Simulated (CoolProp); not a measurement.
Vapour-liquid equilibrium of R125 (1) + R134a (2) at -22.85 °C; x and y are mole fractions of (1).

The numbers come from the multi-fluid Helmholtz-energy mixture model, Lemmon 2005 and Tillner-Roth 1994; pair parameters Lemmon 2004 in CoolProp.

| x | bubble pressure, mixture model (MPa) | bubble pressure, Raoult's law (MPa) | y, mixture model | y, Raoult's law |
|---|---|---|---|---|
| 0.05 | 0.1270 | 0.1264 | 0.120 | 0.120 |
| 0.125 | 0.1416 | 0.1404 | 0.267 | 0.270 |
| 0.2 | 0.1559 | 0.1543 | 0.387 | 0.393 |
| 0.275 | 0.1701 | 0.1682 | 0.486 | 0.495 |
| 0.35 | 0.1841 | 0.1821 | 0.570 | 0.582 |
| 0.425 | 0.1980 | 0.1961 | 0.643 | 0.656 |
| 0.5 | 0.2117 | 0.2100 | 0.707 | 0.721 |
| 0.575 | 0.2254 | 0.2239 | 0.763 | 0.778 |
| 0.65 | 0.2390 | 0.2378 | 0.813 | 0.828 |
| 0.725 | 0.2526 | 0.2518 | 0.859 | 0.872 |
| 0.8 | 0.2662 | 0.2657 | 0.902 | 0.912 |
| 0.875 | 0.2799 | 0.2796 | 0.941 | 0.948 |
| 0.95 | 0.2936 | 0.2935 | 0.977 | 0.980 |

The largest gap from Raoult's law is +1.1 % in bubble pressure, at x = 0.275. No azeotrope shows between x = 0.05 and 0.95.

Pair parameters are fitted to limited data, so mixtures are less certain than the pure fluids.
